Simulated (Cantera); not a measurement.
A freely propagating, adiabatic, planar premixed flame of CH₃OH : O₂ : N₂ : H₂O = 1 : 1.15 : 4.34 : 0.43 (molar parts), unburnt at 650 K and 1.00 bar; mixture-averaged transport, grid criteria slope 0.08 and curve 0.16, no radiation.

Model: GRI-Mech 3.0 (53 species, 325 reactions), integrated in Cantera. GRI-Mech 3.0 was tuned for natural gas; its chemistry of methanol as a main component is partial and can be far from experiment. Burning velocities carry a grid error of a few per cent, more on coarse grids.

Predict: laminar burning velocity; thermal thickness; peak x(CH₂); peak x(C₂H₄); peak x(HCO).


| Item | Value |
|---|---|
| laminar burning velocity | 168 cm/s |
| thermal thickness | 0.234 mm |
| peak x(CH₂) | 1.88e-5 |
| peak x(C₂H₄) | 5.03e-6 |
| peak x(HCO) | 0.000391 |
